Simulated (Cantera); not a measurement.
A closed system holds: 1 mol Fe₃O₄, 0.87 mol H₂, 66 mol N₂, at 1125 K and 1 atm.

These are equilibrium values from Cantera (NASA tables, ideal gas, pure condensed phases), not measurements of a reactor. Candidate condensed phases: Fe, FeO, Fe(OH)₂, Fe(OH)₃, Fe₂O₃, Fe₃O₄, H₂O; 27 gas species. Mutual solubility and eutectic melting of coexisting phases are not modelled. The tables' stoichiometric FeO is somewhat more stable than real wüstite, so its field is too wide. FeO: taken at fixed stoichiometry. Rates play no part.

Question: What is the equilibrium state?

Answer: 
```
Item                                       Value
-------------------------------------  ---------
x(N₂)                                      0.987
x(H₂O)                                    0.0124
x(H₂)                                   0.000620
n(FeO(s))                               2.49 mol
n(Fe₃O₄(s))                            0.171 mol
gas amount                             66.87 mol
log10 activity of Fe(α) (absent)           -1.92
log10 activity of Fe(OH)₂(s) (absent)      -7.00
log10 activity of Fe(OH)₃(s) (absent)     -12.08
```
